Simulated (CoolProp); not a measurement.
Vapour-liquid equilibrium of R134a (1) + R245fa (2) at -80.95 °C; x and y are mole fractions of (1).

Model: multi-fluid Helmholtz-energy mixture model, Tillner-Roth 1994 and Akasaka 2015; pair parameters Akasaka 2014, in CoolProp.

| x | bubble pressure, mixture model (kPa) | bubble pressure, Raoult's law (kPa) | y, mixture model | y, Raoult's law |
|---|---|---|---|---|
| 0.05 | 0.3493 | 0.3435 | 0.502 | 0.494 |
| 0.125 | 0.5963 | 0.5843 | 0.731 | 0.726 |
| 0.2 | 0.8406 | 0.8251 | 0.825 | 0.823 |
| 0.275 | 1.083 | 1.066 | 0.877 | 0.876 |
| 0.35 | 1.323 | 1.307 | 0.909 | 0.909 |
| 0.425 | 1.562 | 1.547 | 0.932 | 0.932 |
| 0.5 | 1.800 | 1.788 | 0.948 | 0.949 |
| 0.575 | 2.038 | 2.029 | 0.961 | 0.962 |
| 0.65 | 2.276 | 2.270 | 0.971 | 0.972 |
| 0.725 | 2.514 | 2.511 | 0.979 | 0.980 |
| 0.8 | 2.753 | 2.751 | 0.986 | 0.987 |
| 0.875 | 2.992 | 2.992 | 0.992 | 0.992 |
| 0.95 | 3.233 | 3.233 | 0.997 | 0.997 |

The largest gap from Raoult's law is +2.1 % in bubble pressure, at x = 0.125. No azeotrope shows between x = 0.05 and 0.95.

The pair parameters rest on a limited set of measurements; away from them the model extrapolates.
